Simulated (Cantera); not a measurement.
A Cantera script and its output.

```python
import numpy as np
import cantera as ct

gas = ct.Solution("gri30.yaml", transport_model="mixture-averaged")
show = ['O', 'N2', 'CH4']

rows = []
print(f"{'T/K':>7s}{'rho':>11s}{'cp':>10s}{'mu':>11s}{'lambda':>11s}{'Pr':>7s}" + "".join(f"{'D_' + s:>11s}" for s in show))
for T in [400, 500, 600, 700, 800, 900, 1000]:
    gas.TPX = T, 13332, {'O2': 0.86}
    Pr = gas.cp_mass * gas.viscosity / gas.thermal_conductivity
    D = [gas.mix_diff_coeffs_mole[gas.species_index(s)] for s in show]
    rows.append([gas.density, gas.cp_mass, gas.viscosity, gas.thermal_conductivity, Pr, *D])
    print(f"{T:7g}{gas.density:11.4e}{gas.cp_mass:10.1f}{gas.viscosity:11.4e}"
          f"{gas.thermal_conductivity:11.4e}{Pr:7.3f}" + "".join(f"{d:11.4e}" for d in D))
print("SI units: kg/m3, J/kg/K, Pa s, W/m/K, m2/s")
```

It prints:

```
    T/K        rho        cp         mu     lambda     Pr        D_O       D_N2      D_CH4
    400 1.2827e-01     941.4 2.5629e-05 3.3852e-02  0.713 4.1300e-04 2.6247e-04 2.8638e-04
    500 1.0262e-01     971.4 3.0045e-05 4.1143e-02  0.709 6.0480e-04 3.8519e-04 4.2234e-04
    600 8.5513e-02    1002.6 3.4077e-05 4.8204e-02  0.709 8.2348e-04 5.2518e-04 5.7762e-04
    700 7.3297e-02    1031.1 3.7824e-05 5.4969e-02  0.709 1.0673e-03 6.8129e-04 7.5089e-04
    800 6.4135e-02    1054.7 4.1353e-05 6.1440e-02  0.710 1.3349e-03 8.5263e-04 9.4112e-04
    900 5.7009e-02    1073.7 4.4705e-05 6.7643e-02  0.710 1.6251e-03 1.0385e-03 1.1475e-03
   1000 5.1308e-02    1090.2 4.7912e-05 7.3608e-02  0.710 1.9371e-03 1.2383e-03 1.3694e-03
SI units: kg/m3, J/kg/K, Pa s, W/m/K, m2/s
```

Computed with Cantera and GRI-Mech 3.0 (53 species, 325 reactions).
